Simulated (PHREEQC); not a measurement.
Dissolve 0.4 mol/kgw Na2SO4, 0.00027 mol/kgw NaHCO3 and 0.00052 mol/kgw KBr at 25 °C. Closed to the air; pH follows from the charge balance.

Equilibrium calculation in PHREEQC: ion-association model, wateq4f.dat.

Q: The ionic strength comes out as 0.911 mol/kgw. What activity coefficients do NaCO3-, Na+, KSO4-, SO4-2, HCO3- get?

A: NaCO3- 0.66, Na+ 0.71, KSO4- 0.66, SO4-2 0.16, HCO3- 0.66.

This is a speciation only: nothing precipitates in the calculation. Ionic strength above about 0.7 mol/kgw puts this run outside the model's range.
